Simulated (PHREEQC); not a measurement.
Solution (25 °C): 0.017 mol HF, 0.00056 mol H2SiF6, 0.00074 mol H3BO3 and 0.43 mol H2SO4 per kg of water. Closed to the air; pH follows from the charge balance.

All values are PHREEQC results (ion-association model, wateq4f.dat), not measurements.

No solid was allowed to form.

Task: Estimate the pH, ionic strength.

Result: pH 0.45; ionic strength 0.506 mol/kgw.

Task: In which forms is S present?

Result: HSO4- 91 %, SO4-2 8.6 % of the S.

wateq4f.dat counts part of the HF as a dimer, H2F2, which phreeqc.dat doesn't know; its constant is uncertain. SiF6-2 is the database's only silicon fluoride. Real BF4- forms and hydrolyses slowly; the run takes it at equilibrium.
